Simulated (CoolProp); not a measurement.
Vapour-liquid equilibrium of ethylbenzene (1) + m-xylene (2) at 0.864 MPa; x and y are mole fractions of (1).

Model: multi-fluid Helmholtz-energy mixture model, Zhou 2012 and Zhou 2012; pair parameters Bell 2016, in CoolProp.

```json
[
 {"x": "0.05", "bubble temperature (K)": "514.8", "y at the bubble point": "0.052", "dew temperature at overall composition x (K)": "514.8", "liquid density (mol/L)": "5.999"},
 {"x": "0.2", "bubble temperature (K)": "514.3", "y at the bubble point": "0.206", "dew temperature at overall composition x (K)": "514.4", "liquid density (mol/L)": "6.007"},
 {"x": "0.35", "bubble temperature (K)": "513.9", "y at the bubble point": "0.358", "dew temperature at overall composition x (K)": "513.9", "liquid density (mol/L)": "6.015"},
 {"x": "0.5", "bubble temperature (K)": "513.5", "y at the bubble point": "0.508", "dew temperature at overall composition x (K)": "513.6", "liquid density (mol/L)": "6.023"},
 {"x": "0.65", "bubble temperature (K)": "513.2", "y at the bubble point": "0.657", "dew temperature at overall composition x (K)": "513.2", "liquid density (mol/L)": "6.032"},
 {"x": "0.8", "bubble temperature (K)": "512.8", "y at the bubble point": "0.804", "dew temperature at overall composition x (K)": "512.9", "liquid density (mol/L)": "6.042"},
 {"x": "0.95", "bubble temperature (K)": "512.6", "y at the bubble point": "0.951", "dew temperature at overall composition x (K)": "512.6", "liquid density (mol/L)": "6.052"}
]
```

No azeotrope shows between x = 0.05 and 0.95.

Pair parameters are fitted to limited data, so mixtures are less certain than the pure fluids.
